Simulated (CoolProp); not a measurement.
Vapour-liquid equilibrium of propane (1) + toluene (2) at 65.8 kPa; x and y are mole fractions of (1).

Model: multi-fluid Helmholtz-energy mixture model, Lemmon 2009 and Lemmon 2006; pair parameters Bell 2016, in CoolProp.

Problem. Give the bubble temperature and the first vapour's composition at x = 0.35, 0.85, 0.95. Is there an azeotrope?

Solution. x = 0.35: -40.5 °C, y = 1.000; x = 0.85: -48.8 °C, y = 1.000; x = 0.95: -50.5 °C, y = 1.000. No azeotrope shows between x = 0.05 and 0.95.

The pair parameters rest on a limited set of measurements; away from them the model extrapolates. With so large a gap from Raoult's law the liquid may split in two, which this calculation doesn't test in full.
